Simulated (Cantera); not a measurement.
A freely propagating, adiabatic, planar premixed flame of 8.80 % CH4, 4.75 % H2, 18.1 % O2, 68.3 % N2, equivalence ratio 1.1, unburnt at 625 K and 1.00 bar; multicomponent transport, grid criteria slope 0.08 and curve 0.16, no radiation.

Cantera simulation using GRI-Mech 3.0 (53 species, 325 reactions); the numbers are that mechanism's predictions, not measurements. Burning velocities carry a grid error of a few per cent, more on coarse grids.

x: mole fraction of selected species; z is measured from the peak of heat release.

| z (mm) | T (K) | u (m/s) | x CH4 | x H2 | x O2 | x C2H | x O | x CH2O |
|---|---|---|---|---|---|---|---|---|
| -0.856 | 625 | 1.89 | 0.0880 | 0.0475 | 0.181 | <1e-8 | <1e-8 | 1.88e-8 |
| -0.570 | 626 | 1.89 | 0.0880 | 0.0474 | 0.181 | <1e-8 | <1e-8 | 4.91e-7 |
| -0.428 | 630 | 1.90 | 0.0878 | 0.0473 | 0.181 | <1e-8 | … | 4.73e-6 |
| -0.285 | 668 | 2.02 | 0.0861 | 0.0471 | 0.179 | <1e-8 | … | 6.07e-5 |
| -0.143 | 1003 | 3.06 | 0.0676 | 0.0468 | 0.155 | <1e-8 | … | 0.000606 |
| -0.0713 | 1410 | 4.35 | 0.0396 | 0.0462 | 0.116 | <1e-8 | … | 0.00105 |
| 0 | 1806 | 5.63 | 0.0109 | 0.0418 | 0.0666 | 3.69e-7 | … | 0.000778 |
| 0.0713 | 1988 | 6.21 | 0.00113 | 0.0328 | 0.0342 | 4.69e-7 | … | 0.000182 |
| 0.143 | 2036 | 6.35 | 6.25e-5 | 0.0273 | 0.0213 | 5.11e-8 | 0.00441 | 1.43e-5 |
| 0.285 | 2078 | 6.45 | 1.71e-7 | 0.0255 | 0.0149 | <1e-8 | 0.00466 | 4.58e-8 |
| 0.570 | 2132 | 6.59 | <1e-8 | 0.0252 | 0.0124 | <1e-8 | … | <1e-8 |
| 1.14 | 2200 | 6.77 | <1e-8 | 0.0236 | 0.0102 | <1e-8 | … | <1e-8 |
| 2.28 | 2275 | 6.96 | <1e-8 | 0.0212 | 0.00781 | <1e-8 | … | <1e-8 |

Problem. Complete the blanks.

Solution. 
- -0.428, x O: 1.87e-8
- -0.285, x O: 5.54e-7
- -0.143, x O: 3.27e-5
- -0.0713, x O: 0.000232
- 0, x O: 0.00114
- 0.0713, x O: 0.00306
- 0.570, x O: 0.00401
- 1.14, x O: 0.00305
- 2.28, x O: 0.00204
